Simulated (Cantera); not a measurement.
Feed: 1 mol Cr, 1.8 mol H2O, 2.4 mol H2, 2.3 mol O2, held at 10.0 mbar.

Method: chemical equilibrium by Gibbs-energy minimisation in Cantera with the NASA 1993 tables (ideal gas, pure condensed phases). Candidate condensed phases: Cr, Cr2O3, H2O; 13 gas species. Gases not in the tables: CrO2(OH)2. The numbers say what is thermodynamically allowed, not how fast it happens. All values below are at 1875 °C.

Base state: H2O 0.852, O2 0.0780, OH 0.0289, H2 0.0250, H 0.00659, O 0.00538, CrO2 0.00334, CrO 0.000284 (mole fractions); condensed: Cr2O3(s).

### Question
What changes in the equilibrium state with this change: H2 from 2.4 to 230 mol?

### Answer
```
species          before     after
-------------  --------  --------
H2               0.0250     0.929
H               0.00659    0.0402
H2O               0.852    0.0267
O2               0.0780   5.52e-8
OH               0.0289  0.000149
Cr              1.06e-5   0.00411
CrO3            9.18e-5     <1e-9
CrO2            0.00334   9.22e-7
O               0.00538   4.53e-6
CrO            0.000284   9.33e-5
Cr2O3(s), mol     0.491         0
```
